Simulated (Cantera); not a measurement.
A perfectly stirred reactor is fed with 7.41 % H₂, 6.17 % O₂, 86.4 % N₂, equivalence ratio 0.60, at 41000 Pa; it is held at 1250 K, and followed from long to short residence time.

Detailed kinetics in Cantera: the H2/O2 subset of GRI-Mech 3.0, which has no nitrogen chemistry. The temperature is held fixed by assumption; the heat of reaction is taken as removed at once.

x: mole fraction; the columns are a selection and need not sum to one.

| τ (s) | x H₂ | x O₂ | x H | x HO₂ | x H₂O₂ | x H₂O | x O |
|---|---|---|---|---|---|---|---|
| 11 | 2.15e-5 | 0.0256 | 1.13e-6 | 4.67e-7 | 6.44e-8 | 0.0769 | 7.07e-6 |
| 2.6 | 5.63e-5 | 0.0256 | 4.78e-6 | 1.07e-6 | 1.31e-7 | 0.0768 | 1.88e-5 |
| 0.60 | 0.000149 | 0.0256 | 2.07e-5 | 2.17e-6 | 2.52e-7 | 0.0767 | 5.10e-5 |
| 0.14 | [?] | 0.0257 | [?] | [?] | [?] | 0.0763 | [?] |
| 0.032 | [?] | 0.0259 | [?] | [?] | [?] | 0.0754 | [?] |
| 0.0073 | 0.00237 | 0.0265 | 0.00149 | 6.18e-6 | 8.98e-7 | 0.0732 | 0.000898 |
| 0.0017 | 0.00530 | 0.0280 | 0.00510 | 6.92e-6 | 9.78e-7 | 0.0678 | 0.00205 |
| 0.00039 | 0.0109 | 0.0315 | 0.0131 | 7.56e-6 | 9.37e-7 | 0.0572 | 0.00392 |

### Question
Some entries are withheld; supply them.

### Answer

- 0.14, x H₂: 0.000383
- 0.14, x H: 8.81e-5
- 0.14, x HO₂: 3.65e-6
- 0.14, x H₂O₂: 4.40e-7
- 0.14, x O: 0.000136
- 0.032, x H₂: 0.000973
- 0.032, x H: 0.000373
- 0.032, x HO₂: 5.11e-6
- 0.032, x H₂O₂: 6.83e-7
- 0.032, x O: 0.000357
